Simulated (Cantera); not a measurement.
Input: 1 mol Fe, 0.026 mol H₂O, 2.1 mol N₂, equilibrated at 143 Torr.

These are equilibrium values from Cantera (NASA tables, ideal gas, pure condensed phases), not measurements of a reactor. Candidate condensed phases: Fe, FeO, Fe(OH)₂, Fe(OH)₃, Fe₂O₃, Fe₃O₄, H₂O; 27 gas species. Mutual solubility and eutectic melting of coexisting phases are not modelled. The tables' stoichiometric FeO is somewhat more stable than real wüstite, so its field is too wide. FeO: taken at fixed stoichiometry. The numbers say what is thermodynamically allowed, not how fast it happens.

### Question
Which condensed phases are stable at each of these points (T (K)): 948, 1023, 1098, 1173, 1248, 1323, 1398, 1473, 1548?

### Answer
```json
[
 {"T (K)": "948", "condensed phases": "Fe(α) + FeO(s)", "Fe condensed (%)": "100.0"},
 {"T (K)": "1023", "condensed phases": "Fe(α) + FeO(s)", "Fe condensed (%)": "100.0"},
 {"T (K)": "1098", "condensed phases": "Fe(α) + FeO(s)", "Fe condensed (%)": "100.0"},
 {"T (K)": "1173", "condensed phases": "Fe(α) + FeO(s)", "Fe condensed (%)": "100.0"},
 {"T (K)": "1248", "condensed phases": "Fe(γ) + FeO(s)", "Fe condensed (%)": "100.0"},
 {"T (K)": "1323", "condensed phases": "Fe(γ) + FeO(s)", "Fe condensed (%)": "100.0"},
 {"T (K)": "1398", "condensed phases": "Fe(γ) + FeO(s)", "Fe condensed (%)": "100.0"},
 {"T (K)": "1473", "condensed phases": "Fe(γ) + FeO(s)", "Fe condensed (%)": "100.0"},
 {"T (K)": "1548", "condensed phases": "Fe(γ) + FeO(s)", "Fe condensed (%)": "100.0"}
]
```

From 948 K to 1173 K the condensed part is Fe(α) + FeO(s). From 1248 K to 1548 K the condensed part is Fe(γ) + FeO(s).
